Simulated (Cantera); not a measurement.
Charge: 1 mol Ta(OEt)₅, 0.76 mol O₂, 1.8 mol H₂, at 925 °C and 4.90e-5 bar.

Cantera equilibrium calculation (NASA polynomials, part measured and part estimated; ideal gas, pure solids and liquids). Candidate condensed phases: C, C₆H₆, C₇H₈, C₈H₁₈, H₂O, Ta, TaC, Ta₂O₅; 113 gas species. The feed counts by its element totals alone. TaC: taken at fixed stoichiometry. Condensed phases not in the tables: Ta₂C. Kinetics and transport are ignored.

Base state: H₂ 0.687, CO 0.313, H 2.25e-5 (mole fractions); condensed: C(graphite) + TaC(s).

**Question.** What changes in the equilibrium state with this change: temperature from 925 °C to 1752 °C?

**Answer.** 
| species | before | after |
|---|---|---|
| H₂ | 0.687 | 0.519 |
| CO | 0.313 | 0.282 |
| H | 2.25e-5 | 0.198 |
| C₂H₂ (acetylene) | 6.79e-8 | 0.000470 |
| C(graphite), mol | 2.48 | 2.46 |
| TaC(s), mol | 1.00 | 1.00 |
